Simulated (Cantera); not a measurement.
Thermodynamics of sublimation and decomposition of ceramics, feed SiC + C + N2

Input: 1 mol SiC, 0.012 mol C, 0.27 mol N2, at 27.0 Torr.

Method: chemical equilibrium by Gibbs-energy minimisation in Cantera with the NASA 1993 tables (ideal gas, pure condensed phases). Candidate condensed phases: C, Si, SiC, Si3N4; 20 gas species. The tables' values for SiN are old estimates; treat these amounts as uncertain. Kinetics and transport are ignored.

```
T (°C)   x N2      x Si    x SiC2    x Si2C      x C3      x CN     x Si2     x SiN  n C(graphite)  n SiC(s)
------  -----  --------  --------  --------  --------  --------  --------  --------  -------------  --------
1827    1.000  0.000289   1.86e-5   1.18e-5   8.02e-9   1.03e-5   2.93e-7   1.14e-5         0.0121     1.000
1927    0.999   0.00110  0.000106   6.45e-5   6.71e-8   3.18e-5   1.89e-6   3.52e-5         0.0123     1.000
2027    0.995   0.00372  0.000513  0.000302   4.65e-7   8.89e-5   1.03e-5   9.85e-5         0.0130     0.999
2127    0.985    0.0113   0.00218   0.00124   2.72e-6  0.000227   4.86e-5  0.000252         0.0149     0.995
2227    0.954    0.0316   0.00819   0.00452   1.38e-5  0.000531  0.000202  0.000590         0.0200     0.986
2327    0.872    0.0813    0.0278    0.0149   6.15e-5   0.00113  0.000750   0.00125         0.0337     0.956
2427    0.667     0.195    0.0857    0.0447  0.000244   0.00206   0.00252   0.00230         0.0763     0.847
2527    0.235     0.412     0.229     0.109  0.000877   0.00243   0.00686   0.00255          0.359         0
2627    0.222     0.413     0.285    0.0628   0.00287   0.00447   0.00435   0.00222          0.237         0
2727    0.212     0.395     0.333    0.0340   0.00867   0.00791   0.00258   0.00186         0.0926         0
```
x: gas mole fraction; n: condensed amount in mol.

From 1827 °C to 2427 °C the condensed part is C(graphite) + SiC(s). From 2527 °C to 2727 °C the condensed part is C(graphite). The main Si-bearing gas is Si throughout.
